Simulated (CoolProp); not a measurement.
Vapour-liquid equilibrium of R124 (1) + R142b (2) at 4.78 bar; x and y are mole fractions of (1).

Computed with CoolProp (multi-fluid Helmholtz-energy mixture model, de Vries 1995 and Lemmon 2006; pair parameters Bell 2016).

```tsv
x	bubble temperature, mixture model (K)	bubble temperature, Raoult's law (K)	y, mixture model	y, Raoult's law
0.05	309.8	309.7	0.054	0.056
0.2	309.3	309.0	0.213	0.221
0.35	308.8	308.3	0.369	0.379
0.5	308.2	307.7	0.524	0.531
0.65	307.6	307.0	0.676	0.678
0.8	306.8	306.4	0.822	0.819
0.95	305.9	305.8	0.958	0.956
```

The largest gap from Raoult's law is +0.6 K in bubble temperature, at x = 0.65. No azeotrope shows between x = 0.05 and 0.95.

The pair parameters rest on a limited set of measurements; away from them the model extrapolates.
